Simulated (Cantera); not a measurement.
Input: 1 mol SiO₂, 0.44 mol CH₄, 0.19 mol H₂, 7.6 mol C, at 1.05 Torr.

Cantera equilibrium calculation (NASA polynomials, part measured and part estimated; ideal gas, pure solids and liquids). Candidate condensed phases: C, C₆H₆, C₇H₈, C₈H₁₈, H₂O, Si, SiC, SiO₂; 123 gas species. Mutual solubility and eutectic melting of coexisting phases are not modelled. The tables hold silica as quartz up to 1696 K and as liquid above; real silica turns to tridymite and cristobalite and melts near 1996 K. Gases not in the tables: Si₂H₆ and higher silanes. The numbers say what is thermodynamically allowed, not how fast it happens.

Task: What share of the Si ends up in condensed phases as a function of T (°C), at 550, 700, 850, 1000, 1150, 1300, 1450, 1600, 1750, 1900, 2050, 2200, 2350?

Result: 
```
T (°C)  Si condensed (%)                       as
------  ----------------  -----------------------
550                100.0           SiO₂(α-quartz)
700                100.0           SiO₂(β-quartz)
850                100.0  SiC(s) + SiO₂(β-quartz)
1000               100.0  SiC(s) + SiO₂(β-quartz)
1150                99.7                   SiC(s)
1300                99.5                   SiC(s)
1450                99.1                   SiC(s)
1600                98.6                   SiC(s)
1750                97.2                   SiC(s)
1900                89.5                   SiC(s)
2050                30.9                   SiC(s)
2200                 0.0                        -
2350                 0.0                        -
```
